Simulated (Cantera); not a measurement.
An adiabatic, constant-pressure homogeneous reactor starts with CH4 : O2 : N2 : C2H6 = 1 : 1.05 : 3.96 : 0.018 (molar parts), at 1675 K and 1800 Torr.

Model: GRI-Mech 3.0 (53 species, 325 reactions), integrated in Cantera.

**Question.** Predict: time of steepest temperature rise; temperature at 0.200 s; equilibrium temperature; x(O2) at 0.200 s; x(NO) at 0.200 s; x(OH) at 0.200 s; x(H2O2) at 0.200 s; x(H2) at 0.200 s.

**Answer.** 
```json
{
  "time_of_steepest_temperature_rise": "0.102 ms",
  "temperature at 0.200 s": "2670 K",
  "equilibrium_temperature": "2670 K",
  "x(O2) at 0.200 s": "5.11e-5 (gas-phase equilibrium 5.11e-5)",
  "x(NO) at 0.200 s": "0.000400 (gas-phase equilibrium 0.000400)",
  "x(OH) at 0.200 s": "0.00272 (gas-phase equilibrium 0.00272)",
  "x(H2O2) at 0.200 s": "1.42e-8 (gas-phase equilibrium 1.42e-8)",
  "x(H2) at 0.200 s": "0.152 (gas-phase equilibrium 0.152)"
}
```
